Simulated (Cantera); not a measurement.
Fe2O3 + C + H2 (carbothermic reduction)

Feed: 1 mol Fe2O3, 0.34 mol C, 0.37 mol H2, equilibrated at 0.00570 bar.

Equilibrium computed with Cantera from the NASA thermochemical tables; the gas is ideal and each condensed phase is pure. Candidate condensed phases: C, C6H6, C7H8, C8H18, Fe, Fe(CO)5, FeO, Fe(OH)2, Fe(OH)3, Fe2O3, Fe3O4, H2O; 114 gas species. The tables' stoichiometric FeO is somewhat more stable than real wüstite, so its field is too wide. FeO: taken at fixed stoichiometry. Kinetics and transport are ignored.

| T (K) | x H2O | x CO2 | x Fe | x O2 | x CO | x O | x FeO | x H | x OH | x H2 | n FeO(s) | n FeO(l) |
|---|---|---|---|---|---|---|---|---|---|---|---|---|
| 1548 | 0.500 | 0.429 | 1.28e-6 | 1.27e-6 | 0.0497 | 1.14e-7 | 1.51e-7 | 5.88e-5 | 4.73e-5 | 0.0208 | 2.00 | 0 |
| 1698 | 0.502 | 0.426 | 1.81e-5 | 5.22e-5 | 0.0524 | 4.19e-6 | 4.24e-6 | 0.000258 | 0.000367 | 0.0181 | 0 | 2.00 |
| 1848 | 0.501 | 0.421 | 0.000152 | 0.00110 | 0.0562 | 8.31e-5 | 6.14e-5 | 0.000907 | 0.00201 | 0.0167 | 0 | 2.00 |
| 1998 | 0.488 | 0.400 | 0.00114 | 0.00939 | 0.0710 | 0.000846 | 0.000583 | 0.00292 | 0.00749 | 0.0189 | 0 | 2.00 |
| 2148 | 0.446 | 0.343 | 0.00858 | 0.0325 | 0.105 | 0.00460 | 0.00396 | 0.00904 | 0.0194 | 0.0268 | 0 | 1.99 |
| 2298 | 0.351 | 0.246 | 0.0557 | 0.0737 | 0.138 | 0.0176 | 0.0206 | 0.0238 | 0.0382 | 0.0351 | 0 | 1.93 |
| 2448 | 0.133 | 0.0930 | 0.283 | 0.152 | 0.0880 | 0.0575 | 0.0864 | 0.0381 | 0.0474 | 0.0208 | 0 | 1.30 |
| 2598 | 0.0343 | 0.0280 | 0.406 | 0.170 | 0.0547 | 0.126 | 0.0800 | 0.0513 | 0.0392 | 0.0104 | 0 | 0 |
x: gas mole fraction; n: condensed amount in mol.

At 1548 K the condensed part is FeO(s). From 1698 K to 2448 K the condensed part is FeO(l). At 2598 K nothing is condensed. The main Fe-bearing gas is Fe(OH)2 at 1548 K and Fe at 2598 K.
